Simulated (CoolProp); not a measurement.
Vapour-liquid equilibrium of R22 (1) + methanol (2) at 0.116 MPa; x and y are mole fractions of (1).

The numbers come from the multi-fluid Helmholtz-energy mixture model, Kamei 1995 and de Reuck 1993; pair parameters Bell 2016 in CoolProp.

Task: Give the bubble temperature and the first vapour's composition at x = 0.35, 0.8, 0.95. Is there an azeotrope?

Result: x = 0.35: -20.6 °C, y = 0.993; x = 0.8: -33.8 °C, y = 0.999; x = 0.95: -36.8 °C, y = 1.000. No azeotrope shows between x = 0.05 and 0.95.

Pair parameters are fitted to limited data, so mixtures are less certain than the pure fluids.
